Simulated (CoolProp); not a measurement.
Dimethyl carbonate at several states: Z from the reference equation and from simpler models built on Tc = 557.0 K, pc = 4.909 MPa, ω = 0.346; each cubic takes its own stable root.

The numbers come from the reference Helmholtz-energy equation of state, Zhou 2011 in CoolProp.

```csv
T (K),p (MPa),phase,reference
356.7,0.155,liquid,0.004787
360,18.5,liquid,0.5550
289.4,0.086,liquid,0.002995
536.7,12.2,liquid,0.3428
```

**Question.** How far does each simpler model (Soave-Redlich-Kwong, Peng-Robinson) lie from the reference over these 4 states: mean and median of the absolute difference, and the worst?

**Answer.** 
- Soave-Redlich-Kwong: mean 12.7 %, median 12.6 %, worst +14.6 % at 536.7 K and 12.2 MPa
- Peng-Robinson: mean 1.3 %, median 1.0 %, worst +2.5 % at 536.7 K and 12.2 MPa
